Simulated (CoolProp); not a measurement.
Vapour-liquid equilibrium of sulfur hexafluoride (1) + R113 (2) at 271.6 K; x and y are mole fractions of (1).

Model: multi-fluid Helmholtz-energy mixture model, Guder 2009 and Marx 1992; pair parameters Bell 2016, in CoolProp.

| x | bubble pressure, mixture model (bar) | bubble pressure, Raoult's law (bar) | y, mixture model | y, Raoult's law |
|---|---|---|---|---|
| 0.05 | 1.299 | 0.7320 | 0.890 | 0.819 |
| 0.125 | 2.012 | 1.621 | 0.929 | 0.925 |
| 0.2 | 2.318 | 2.509 | 0.939 | 0.956 |
| 0.275 | 2.558 | 3.398 | 0.945 | 0.970 |
| 0.35 | 2.852 | 4.287 | 0.952 | 0.979 |
| 0.425 | 3.261 | 5.176 | 0.961 | 0.985 |
| 0.5 | 3.824 | 6.064 | 0.970 | 0.989 |
| 0.575 | 4.580 | 6.953 | 0.978 | 0.991 |
| 0.65 | 5.559 | 7.842 | 0.986 | 0.994 |
| 0.725 | 6.771 | 8.731 | 0.991 | 0.996 |
| 0.8 | 8.182 | 9.619 | 0.995 | 0.997 |
| 0.875 | 9.691 | 10.51 | 0.998 | 0.998 |
| 0.95 | 11.13 | 11.40 | 0.999 | 0.999 |

The largest gap from Raoult's law is +77.5 % in bubble pressure, at x = 0.05. No azeotrope shows between x = 0.05 and 0.95.

Pair parameters are fitted to limited data, so mixtures are less certain than the pure fluids. The gap from Raoult's law changes sign with composition, which may be real or a fault of the pair parameters; it wasn't checked against measurements. With so large a gap from Raoult's law the liquid may split in two, which this calculation doesn't test in full.
